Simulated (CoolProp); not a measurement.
Properties of isobutene along the isotherm 223.2 K (Tc = 418.1 K, pc = 40.16 bar, ω = 0.193).

Values from CoolProp's reference Helmholtz-energy equation of state, Lemmon 2005. It is a short technical equation, of lower accuracy than the large ones.

| p (bar) | phase | Z | cv (kJ/(kg K)) | isothermal compressibility (1/MPa) | expansivity (1/kK) |
|---|---|---|---|---|---|
| 12.5 | liquid | 0.05604 | 1.436 | 0.001258 | 1.549 |
| 25.1 | liquid | 0.1124 | 1.437 | 0.001236 | 1.533 |
| 37.6 | liquid | 0.1681 | 1.437 | 0.001216 | 1.517 |
| 50.2 | liquid | 0.2240 | 1.438 | 0.001196 | 1.503 |
| 62.7 | liquid | 0.2794 | 1.438 | 0.001177 | 1.488 |
| 75.3 | liquid | 0.3351 | 1.439 | 0.001159 | 1.474 |
| 87.8 | liquid | 0.3901 | 1.440 | 0.001141 | 1.461 |
| 100 | liquid | 0.4437 | 1.440 | 0.001125 | 1.448 |
| 113 | liquid | 0.5007 | 1.441 | 0.001108 | 1.435 |
| 125 | liquid | 0.5531 | 1.441 | 0.001092 | 1.423 |
| 138 | liquid | 0.6098 | 1.442 | 0.001076 | 1.411 |
| 151 | liquid | 0.6663 | 1.443 | 0.001061 | 1.399 |
| 163 | liquid | 0.7183 | 1.443 | 0.001047 | 1.388 |
| 176 | liquid | 0.7746 | 1.444 | 0.001033 | 1.376 |
| 188 | liquid | 0.8264 | 1.445 | 0.001020 | 1.366 |
| 201 | liquid | 0.8823 | 1.445 | 0.001006 | 1.355 |
